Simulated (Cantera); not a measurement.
A perfectly stirred reactor is fed with CH₄ : H₂ = 1 : 23 (molar parts), at 0.000128 atm; it is held at 1375 K, and followed from long to short residence time.

Computed with Cantera and GRI-Mech 3.0 (53 species, 325 reactions). GRI-Mech 3.0 stops at C3 and has no aromatics, soot or wall deposition, so with more carbon than oxygen in the feed, carbon stays in small species such as C2H2 where larger ones or solid carbon would form. Radical loss at walls, strong at low pressure, is not modelled.

What does this change do: temperature 1375 to 1875 K?


| quantity | before | after |
|---|---|---|
| x(CH₄) at τ = 5.00 s | 0.0417 | 0.0258 |
| x(H₂) at τ = 5.00 s | 0.958 | 0.963 |
| x(CH₂) at τ = 5.00 s | <1e-12 | 4.81e-6 |
| x(C₂H₂) at τ = 5.00 s | 3.35e-11 | 0.00669 |
| x(C₂H₄) at τ = 5.00 s | 1.53e-9 | 0.000101 |
| x(CH₄) at τ = 0.180 s | 0.0417 | 0.0414 |
| x(H₂) at τ = 0.180 s | 0.958 | 0.958 |
| x(CH₂) at τ = 0.180 s | <1e-12 | 6.42e-8 |
| x(C₂H₂) at τ = 0.180 s | <1e-12 | 1.77e-6 |
| x(C₂H₄) at τ = 0.180 s | <1e-12 | 3.07e-6 |

What does this change do: temperature 1375 to 1748 K?


```json
[
 {"quantity": "x(CH₄) at τ = 5.00 s", "before": "0.0417", "after": "0.0370"},
 {"quantity": "x(H₂) at τ = 5.00 s", "before": "0.958", "after": "0.959"},
 {"quantity": "x(CH₂) at τ = 5.00 s", "before": "<1e-12", "after": "9.30e-7"},
 {"quantity": "x(C₂H₂) at τ = 5.00 s", "before": "3.35e-11", "after": "0.00168"},
 {"quantity": "x(C₂H₄) at τ = 5.00 s", "before": "1.53e-9", "after": "9.74e-5"},
 {"quantity": "x(CH₄) at τ = 0.180 s", "before": "0.0417", "after": "0.0416"},
 {"quantity": "x(H₂) at τ = 0.180 s", "before": "0.958", "after": "0.958"},
 {"quantity": "x(CH₂) at τ = 0.180 s", "before": "<1e-12", "after": "2.12e-9"},
 {"quantity": "x(C₂H₂) at τ = 0.180 s", "before": "<1e-12", "after": "2.00e-8"},
 {"quantity": "x(C₂H₄) at τ = 0.180 s", "before": "<1e-12", "after": "1.37e-7"}
]
```
